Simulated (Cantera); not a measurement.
Charge: 1 mol NaI, 0.43 mol H₂, 0.32 mol N₂, equilibrated at 1223.15 K and 5.70 Torr.

Cantera equilibrium calculation (NASA polynomials, part measured and part estimated; ideal gas, pure solids and liquids). Candidate condensed phases: I₂, Na, NaI; 16 gas species. Gases not in the tables: NaBr and NaI dimers. The numbers say what is thermodynamically allowed, not how fast it happens.

Base state: NaI 0.570, H₂ 0.245, N₂ 0.183, Na 0.000756, I 0.000454, HI 0.000302 (mole fractions); condensed: gas only.

Task: What changes in the equilibrium state with this change: pressure from 5.70 Torr to 593 Torr?

Result: 
```tsv
species	before	after
H₂	0.245	0.553
N₂	0.183	0.412
NaI	0.570	0.0350
NH₃	6.79e-8	3.58e-5
I	0.000454	4.27e-6
Na	0.000756	4.75e-5
HI	0.000302	4.34e-5
NaI(l), mol	0	0.973
```
